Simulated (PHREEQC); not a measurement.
# Reverse-osmosis reject (model solution)

A made-up water analysis in mmol/kgw, 7 °C, pH 6.67:

```
constituent           mmol/kgw
--------------------  --------
Na                        78.8
K                        0.669
Ca                        2.78
Mg                       0.883
Cl                        83.4
S(6)                      1.66
Alkalinity (meq/kgw)    0.0172
```

Valence states are taken as typed.

Model: Pitzer model, pitzer.dat, run in PHREEQC.

This is a speciation only: nothing precipitates in the calculation.

Problem. Predict the specific conductance, density, charge-balance error.

Solution. specific conductance 5740 µS/cm; density 1.004 g/cm³; charge-balance error 0.0 %.

Problem. In which forms is C present?

Solution. HCO3- 63 %, CO2 37 % of the C.

Constants without temperature data keep their 25 °C values here.
